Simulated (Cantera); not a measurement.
An isothermal, constant-pressure homogeneous reactor starts with CH2O : O2 : N2 = 0.0021 : 0.0043 : 1 (molar parts), at 925 K and 1.70 bar. Integrator tolerance rtol = 1e-08.

Computed with Cantera and GRI-Mech 3.0 (53 species, 325 reactions). Below about 1000 K GRI-Mech 3.0 lacks low-temperature oxidation paths.

Task: What does this change do: temperature 925 to 1500 K?

Result: 
| quantity | before | after |
|---|---|---|
| x(CH2O) at 7.00 s | 1.63e-12 (gas-phase equilibrium <1e-12) | <1e-12 (gas-phase equilibrium <1e-12) |
| x(O2) at 7.00 s | 0.00291 (gas-phase equilibrium 0.00219) | 0.00218 (gas-phase equilibrium 0.00212) |
| x(C2H6) at 7.00 s | <1e-12 (gas-phase equilibrium <1e-12) | <1e-12 (gas-phase equilibrium <1e-12) |
| x(NO) at 7.00 s | 3.11e-12 (gas-phase equilibrium 1.48e-6) | 2.30e-6 (gas-phase equilibrium 0.000139) |
| x(O) at 7.00 s | 1.20e-8 (gas-phase equilibrium <1e-12) | 1.46e-7 (gas-phase equilibrium 1.44e-7) |
| x(H2) at 7.00 s | 8.96e-5 (gas-phase equilibrium <1e-12) | 6.52e-8 (gas-phase equilibrium 6.62e-8) |

Task: What does this change do: pressure from 1.70 bar to 14.0 bar?

Result: 
```tsv
quantity	before	after
x(CH2O) at 7.00 s	1.63e-12 (gas-phase equilibrium <1e-12)	1.04e-12 (gas-phase equilibrium <1e-12)
x(O2) at 7.00 s	0.00291 (gas-phase equilibrium 0.00219)	0.00280 (gas-phase equilibrium 0.00219)
x(C2H6) at 7.00 s	<1e-12 (gas-phase equilibrium <1e-12)	<1e-12 (gas-phase equilibrium <1e-12)
x(NO) at 7.00 s	3.11e-12 (gas-phase equilibrium 1.48e-6)	<1e-12 (gas-phase equilibrium 1.48e-6)
x(O) at 7.00 s	1.20e-8 (gas-phase equilibrium <1e-12)	2.33e-10 (gas-phase equilibrium <1e-12)
x(H2) at 7.00 s	8.96e-5 (gas-phase equilibrium <1e-12)	4.89e-5 (gas-phase equilibrium <1e-12)
```
The pressure lies above the range GRI-Mech 3.0 was tuned for (to about 10 atm).
